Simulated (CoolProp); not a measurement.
Nitrous oxide along the isobar 4.71 MPa: Z from the reference equation and from simpler models built on Tc = 36.4 °C, pc = 7.245 MPa, ω = 0.161; each cubic takes its own stable root.

Computed with CoolProp (reference Helmholtz-energy equation of state, Lemmon 2006). It is a short technical equation, of lower accuracy than the large ones.

```csv
T (°C),phase,reference
-52.35,liquid,0.1002
-21.35,liquid,0.09747
9.65,liquid,0.1022
40.75,gas,0.7414
71.75,gas,0.8261
102.75,gas,0.8759
133.75,gas,0.9087
164.85,gas,0.9319
195.85,gas,0.9488
226.85,gas,0.9615
```

Q: How far does each simpler model (van der Waals, Redlich-Kwong, Soave-Redlich-Kwong, Peng-Robinson) lie from the reference over these 10 states: mean and median of the absolute difference, and the worst?

A: 
- van der Waals: mean 66.9 %, median 1.7 %, worst +541.9 % at 9.65 °C and 4.71 MPa
- Redlich-Kwong: mean 4.7 %, median 0.9 %, worst +19.8 % at 9.65 °C and 4.71 MPa
- Soave-Redlich-Kwong: mean 3.8 %, median 0.8 %, worst +15.7 % at 9.65 °C and 4.71 MPa
- Peng-Robinson: mean 1.9 %, median 1.6 %, worst -4.8 % at -52.35 °C and 4.71 MPa

At some of these states van der Waals gives the other phase, because its saturation line lies elsewhere.
